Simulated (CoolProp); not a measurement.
CH2F2 (R32) along the isotherm 314.7 K: fugacity coefficient from the reference equation and from simpler models built on Tc = 351.3 K, pc = 5.783 MPa, ω = 0.277; each cubic takes its own stable root.

Computed with CoolProp (reference Helmholtz-energy equation of state, Tillner-Roth 1997).

| p (MPa) | phase | reference |
|---|---|---|
| 0.0274 | gas | 0.9973 |
| 0.0463 | gas | 0.9954 |
| 0.0781 | gas | 0.9922 |
| 0.132 | gas | 0.9869 |
| 0.222 | gas | 0.9780 |
| 0.375 | gas | 0.9629 |
| 0.634 | gas | 0.9375 |
| 1.07 | gas | 0.8953 |
| 1.8 | gas | 0.8255 |
| 3.05 | liquid | 0.6408 |
| 5.14 | liquid | 0.3982 |
| 8.67 | liquid | 0.2547 |

**Question.** How far does each simpler model (Soave-Redlich-Kwong, Peng-Robinson) lie from the reference over these 12 states: mean and median of the absolute difference, and the worst?

**Answer.** 
- Soave-Redlich-Kwong: mean 2.7 %, median 0.8 %, worst +10.7 % at 314.7 K and 8.67 MPa
- Peng-Robinson: mean 1.4 %, median 0.4 %, worst +5.7 % at 314.7 K and 8.67 MPa
